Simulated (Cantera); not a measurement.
**Thermodynamics of fluorocarbon and chlorocarbon gases, feed CF4 + H2**

A closed system holds: 1 mol CF4, 3.5 mol H2, at 0.133 bar.

These are equilibrium values from Cantera (NASA tables, ideal gas, pure condensed phases), not measurements of a reactor. Candidate condensed phases: C, C6H6, C7H8, C8H18; 110 gas species. Ions and electrons are included (thermal ionisation). Equilibrium is a limit: real reactors are often held back by kinetics, nucleation or transport.

From 2227 °C to 2727 °C the condensed part is C(graphite). From 3227 °C to 4727 °C nothing is condensed. The main C-bearing gas is C2H2 (acetylene) at 2227 °C and C at 4727 °C.

```tsv
T (°C)	log p HF	log p H	log p F	log p H2	log p C	log p C3	log p CF	n C(graphite)
2227	-1.02	-2.34	-4.56	-1.48	-6.78	-6.30	-6.05	0.969
2727	-1.06	-1.64	-3.23	-1.69	-4.30	-3.51	-4.16	0.802
3227	-1.19	-1.33	-2.19	-2.19	-2.83	-2.43	-3.04	0
3727	-1.55	-1.18	-1.58	-2.76	-2.18	-2.99	-2.83	0
4227	-2.18	-1.13	-1.40	-3.33	-1.99	-4.36	-3.27	0
4727	-2.84	-1.11	-1.36	-3.84	-1.96	-5.85	-3.87	0
```
log p: log10 of the partial pressure in bar; n: condensed amount in mol.
